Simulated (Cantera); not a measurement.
An isothermal, constant-pressure homogeneous reactor starts with NH3 : N2 = 1 : 0.21 (molar parts), at 1423 K and 203 Torr.

Detailed kinetics in Cantera: the gas-phase N/H chemistry of the illustrative SiF4/NH3 mechanism in the Surface Chemkin manual (1991). Walls and surfaces, which speed up NH3 decomposition in real reactors, are not modelled.

Problem. Predict: x(NH3) at 30.0 s; x(NH2) at 30.0 s; x(H2) at 30.0 s; x(NH) at 30.0 s; x(H) at 30.0 s; x(N2H2) at 30.0 s.

Solution. 
* **x(NH3) at 30.0 s**: 0.733 (gas-phase equilibrium 6.66e-6)
* **x(NH2) at 30.0 s**: 2.35e-5 (gas-phase equilibrium 2.15e-10)
* **x(H2) at 30.0 s**: 0.0771 (gas-phase equilibrium 0.679)
* **x(NH) at 30.0 s**: 4.08e-8 (gas-phase equilibrium <1e-12)
* **x(H) at 30.0 s**: 1.20e-6 (gas-phase equilibrium 1.06e-5)
* **x(N2H2) at 30.0 s**: 2.23e-7 (gas-phase equilibrium <1e-12)
